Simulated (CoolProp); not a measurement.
Computed with CoolProp (reference Helmholtz-energy equation of state, Span 2000).

Problem. For nitrogen, give the phase and the Prandtl number at 160.7 K and 0.101 MPa.

Solution. 
- 160.7 K and 0.101 MPa: gas; Prandtl number 0.750

Viscosity comes from a separate model (Lemmon 2004). Thermal conductivity comes from a separate model (Lemmon 2004).
